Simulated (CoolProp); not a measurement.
Values from CoolProp's reference Helmholtz-energy equation of state, Lemmon 2005. It is a short technical equation, of lower accuracy than the large ones.

Q: Give the vapour pressure (bar), liquid cp (kJ/(kg K)), vapour Z, surface tension (mN/m) of saturated isobutene at 330.1, 339.4, 348.7 K.

A: 
```
T (K)  p (bar)  liquid cp (kJ/(kg K))  vapour Z  surface tension (mN/m)
-----  -------  ---------------------  --------  ----------------------
330.1     7.26                   2.58     0.840                    8.01
339.4     9.04                   2.66     0.814                    6.99
348.7     11.1                   2.75     0.785                    5.98
```

Surface tension comes from a separate correlation (Mulero 2012).
